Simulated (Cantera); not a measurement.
A perfectly stirred reactor is fed with CH4 : O2 : N2 : H2O = 1 : 3.92 : 14.7 : 3.3 (molar parts), equivalence ratio 0.51, at 2.57 atm; it is adiabatic with a 400 K inlet, and is followed from long to short residence time, starting on the burning branch (τ in s: 0.021, 0.0075, 0.0027, 0.00097, 0.00035, 0.00012, 4.4e-05, 1.6e-05, 5.7e-06).

Detailed kinetics in Cantera: GRI-Mech 3.0 (53 species, 325 reactions).

Q: What does this change do: 0.49 parts CO2 added?

A: 
```csv
quantity,before,after
"blow-out, bracketed by the residence times tried","burning at 21.0 ms, out at 7.50 ms",not reached
x(CH4) at τ = 21.0 ms,0.000442,0.0427
x(O2) at τ = 21.0 ms,0.0864,0.167
x(H2O) at τ = 21.0 ms,0.230,0.141
x(CH2CO) at τ = 21.0 ms,5.52e-6,<1e-12
x(NO) at τ = 21.0 ms,4.37e-8,<1e-12
x(CH4) at τ = 0.350 ms,0.0436,0.0427
x(O2) at τ = 0.350 ms,0.171,0.167
x(H2O) at τ = 0.350 ms,0.144,0.141
x(CH2CO) at τ = 0.350 ms,<1e-12,<1e-12
x(NO) at τ = 0.350 ms,<1e-12,<1e-12
state,not reached,not burning at any residence time tried
```

Q: What does this change do: N2 14.7 to 10 parts?

A: 
```csv
quantity,before,after
"blow-out, bracketed by the residence times tried","burning at 21.0 ms, out at 7.50 ms","burning at 2.70 ms, out at 0.970 ms"
x(CH4) at τ = 21.0 ms,0.000442,5.45e-5
x(O2) at τ = 21.0 ms,0.0864,0.106
x(H2O) at τ = 21.0 ms,0.230,0.290
x(CH2CO) at τ = 21.0 ms,5.52e-6,7.08e-8
x(NO) at τ = 21.0 ms,4.37e-8,5.67e-7
x(CH4) at τ = 0.350 ms,0.0436,0.0549
x(O2) at τ = 0.350 ms,0.171,0.215
x(H2O) at τ = 0.350 ms,0.144,0.181
x(CH2CO) at τ = 0.350 ms,<1e-12,<1e-12
x(NO) at τ = 0.350 ms,<1e-12,<1e-12
```
